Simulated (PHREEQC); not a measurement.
## Buffer

Consider water at 25 °C with 0.01 mol/kgw H3BO3, 0.00034 mol/kgw NaOH and 0.014 mol/kgw KCl. Closed to the air; pH follows from the charge balance.

All values are PHREEQC results (ion-association model, wateq4f.dat), not measurements.

The pH is 7.73, the ionic strength is 0.0143 mol/kgw and the total alkalinity comes out as 0.340 meq/kg.

```json
[
 {"species": "Cl-", "molality": "0.0140", "activity": "0.0124", "log γ": "-0.053"},
 {"species": "K+", "molality": "0.0140", "activity": "0.0124", "log γ": "-0.053"},
 {"species": "H3BO3", "molality": "0.00966", "activity": "0.00969", "log γ": "0.001"},
 {"species": "Na+", "molality": "0.000340", "activity": "0.000302", "log γ": "-0.052"},
 {"species": "H2BO3-", "molality": "0.000339", "activity": "0.000299", "log γ": "-0.056"},
 {"species": "OH-", "molality": "6.06e-7", "activity": "5.36e-7", "log γ": "-0.054"},
 {"species": "H+", "molality": "2.07e-8", "activity": "1.87e-8", "log γ": "-0.045"}
]
```

Precipitation was switched off in this run.
